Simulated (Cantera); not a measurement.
Feed: 1 mol SiCl4, 4.1 mol HCl, 2.7 mol H2, equilibrated at 1473.15 K and 1.00 bar.

Cantera equilibrium calculation (NASA polynomials, part measured and part estimated; ideal gas, pure solids and liquids). Candidate condensed phases: Si; 19 gas species. The tables' values for SiCl3 are old estimates; treat these amounts as uncertain. Equilibrium is a limit: real reactors are often held back by kinetics, nucleation or transport.

Base state: HCl 0.546, H2 0.327, SiCl4 0.106, SiCl3 0.0110, SiHCl3 0.00599, SiCl2 0.00387, SiH2Cl2 5.30e-5 (mole fractions); condensed: gas only.

Problem. What changes in the equilibrium state with this change: temperature from 1473.15 K to 1450 K?

Solution. 
```
species   before    after
-------  -------  -------
HCl        0.546    0.542
H2         0.327    0.330
SiCl4      0.106    0.110
SiCl3     0.0110  0.00914
SiCl2    0.00387  0.00279
SiH2Cl2  5.30e-5  4.68e-5
SiHCl3   0.00599  0.00575
```
